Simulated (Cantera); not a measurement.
Feed: 1 mol Pb, a varied amount of H₂O, 14 mol N₂, held at 848 K and 1.70 mbar.

Cantera equilibrium calculation (NASA polynomials, part measured and part estimated; ideal gas, pure solids and liquids). Candidate condensed phases: H₂O, Pb, PbO, PbO₂, Pb₃O₄; 27 gas species. Rates play no part.

log p: log10 of the partial pressure in bar; n: condensed amount in mol.

```csv
n(H₂O) (mol),log p N₂,log p H₂O,log p Pb,log p H₂,log p PbO,n Pb(l),n PbO(yellow)
0.16,-2.77,-4.72,-6.52,-8.82,-9.12,0.997,0
0.25,-2.78,-4.53,-6.52,-8.63,-9.12,0.997,0
0.38,-2.78,-4.35,-6.52,-8.45,-9.12,0.997,0
0.58,-2.79,-4.17,-6.52,-8.27,-9.12,0.997,0
0.89,-2.80,___,-6.52,___,-9.12,0.997,0
1.4,-2.81,___,-6.52,___,-9.12,0.997,___
2.1,-2.83,-3.65,-6.52,-7.75,-9.12,0.997,0.000160
3.2,-2.86,-3.50,-6.52,-7.60,-9.12,0.997,0.000247
4.9,-2.90,-3.36,-6.52,-7.46,-9.12,0.996,0.000381
7.5,-2.96,-3.23,-6.52,-7.33,-9.12,0.996,0.000586
11,-3.02,-3.13,-6.52,-7.23,-9.12,0.995,0.000863
18,-3.13,-3.02,-6.52,-7.12,-9.12,0.993,0.00142
27,-3.24,-2.95,-6.52,-7.05,-9.12,0.991,0.00213
```

Task: What belongs in the gaps?

Result: 
- 1.4, log p H₂O: -3.81
- 1.4, log p H₂: -7.91
- 1.4, n PbO(yellow): 0.000104
- 0.89, log p H₂O: -3.99
- 0.89, log p H₂: -8.09
